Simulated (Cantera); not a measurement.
Feed: 1 mol C, 1.8 mol H₂O, held at 61.0 Pa.

Method: chemical equilibrium by Gibbs-energy minimisation in Cantera with the NASA 1993 tables (ideal gas, pure condensed phases). Candidate condensed phases: C, C₆H₆, C₇H₈, C₈H₁₈, H₂O; 110 gas species. The numbers say what is thermodynamically allowed, not how fast it happens. All values below are at 1548 K.

Base state: H₂ 0.415, CO 0.298, H₂O 0.227, CO₂ 0.0585, H 0.000803, OH 1.47e-5 (mole fractions); condensed: gas only.

Problem. What changes in the equilibrium state with this change: H₂O from 1.8 to 0.35 mol?

Solution. 
```
species             before     after
----------------  --------  --------
CO                   0.298     0.500
H₂                   0.415     0.499
H                 0.000803  0.000881
H₂O                  0.227   1.87e-7
CO₂                 0.0585   6.71e-8
OH                 1.47e-5     <1e-9
C(graphite), mol         0     0.650
```
